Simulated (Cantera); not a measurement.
# SiC + Si + N2 (sublimation and decomposition of ceramics)

Input: 1 mol SiC, 0.0095 mol Si, 3.1 mol N2, held at 0.133 bar.

Cantera equilibrium calculation (NASA polynomials, part measured and part estimated; ideal gas, pure solids and liquids). Candidate condensed phases: C, Si, SiC, Si3N4; 20 gas species. N2 is the only nitrogen source here; it is nearly inert below about 1500 K, so the nitride shown seldom forms there in practice. Mutual solubility and eutectic melting of coexisting phases are not modelled. The tables' values for SiN are old estimates; treat these amounts as uncertain. Equilibrium is a limit: real reactors are often held back by kinetics, nucleation or transport.

```csv
T (K),x N2,x Si,x SiC2,x Si2C,n C(graphite),n Si3N4(s),n SiC(s),n Si(l)
1450,1.00,5.87e-11,<1e-12,<1e-12,1.00,0.337,0,0
1650,1.00,6.01e-8,5.79e-11,2.66e-10,0,0.00317,1.00,0
1850,1.000,1.34e-5,3.06e-9,1.84e-7,0,0.00315,1.000,0
2050,0.999,0.000580,1.30e-7,1.95e-5,0,0,1.000,0.00705
2250,0.997,0.00253,1.40e-5,0.000175,0,0,0.999,0
2450,0.993,0.00517,0.00116,0.000648,0.00516,0,0.985,0
2650,0.943,0.0342,0.0133,0.00703,0.0856,0,0.799,0
2850,0.772,0.119,0.0742,0.0256,0.281,0,0,0
```
x: gas mole fraction; n: condensed amount in mol.

At 1450 K the condensed part is C(graphite) + Si3N4(s). From 1650 K to 1850 K the condensed part is SiC(s) + Si3N4(s). At 2050 K the condensed part is Si(l) + SiC(s). At 2250 K the condensed part is SiC(s). From 2450 K to 2650 K the condensed part is C(graphite) + SiC(s). At 2850 K the condensed part is C(graphite).
